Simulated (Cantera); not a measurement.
# Adiabatic ignition

An adiabatic, constant-volume homogeneous reactor starts with H2 : O2 : N2 : NO = 1 : 0.694 : 2.61 : 0.0086 (molar parts), at 1050 K and 99000 Pa.

Computed with Cantera and GRI-Mech 3.0 (53 species, 325 reactions). The mechanism lacks 2 NO + O2 → 2 NO2 and HONO, so NO2 and the effect of NO are under-described below about 1400 K.

| t (s) | T (K) | P (bar) | x H2 | x O2 | x NO | x H2O2 | x H2O |
|---|---|---|---|---|---|---|---|
| 5.00e-6 | 1050 | 0.990 | 0.232 | 0.161 | 0.00199 | <1e-12 | 3.23e-10 |
| 1.83e-5 | 1050 | 0.990 | 0.232 | 0.161 | 0.00199 | 8.78e-12 | 1.06e-8 |
| 6.72e-5 | 1050 | 0.990 | 0.232 | 0.161 | 0.00199 | 8.00e-9 | 1.16e-5 |
| 0.000247 | 2757 | 2.34 | 0.0127 | 0.0474 | 0.00336 | 8.88e-7 | 0.229 |
| 0.000904 | 2750 | 2.34 | 0.0127 | 0.0450 | 0.00866 | 8.56e-7 | 0.230 |
| 0.00332 | 2743 | 2.33 | 0.0127 | 0.0428 | 0.0137 | 8.25e-7 | 0.230 |
| 0.0122 | 2742 | 2.33 | 0.0127 | 0.0427 | 0.0141 | 8.23e-7 | 0.230 |
| 0.0446 | 2742 | 2.33 | 0.0127 | 0.0427 | 0.0141 | 8.23e-7 | 0.230 |
| 0.164 | 2742 | 2.33 | 0.0127 | 0.0427 | 0.0141 | 8.23e-7 | 0.230 |
| 0.600 | 2742 | 2.33 | 0.0127 | 0.0427 | 0.0141 | 8.23e-7 | 0.230 |
x: mole fraction; the columns are a selection and need not sum to one.

```
Quantity                                                           Value
---------------------------------  -------------------------------------
time of steepest temperature rise                               0.122 ms
temperature at 0.600 s                                            2742 K
equilibrium temperature                                           2742 K
x(H2) at 0.600 s                   0.0127 (gas-phase equilibrium 0.0127)
x(O2) at 0.600 s                   0.0427 (gas-phase equilibrium 0.0427)
x(NO) at 0.600 s                   0.0141 (gas-phase equilibrium 0.0141)
```
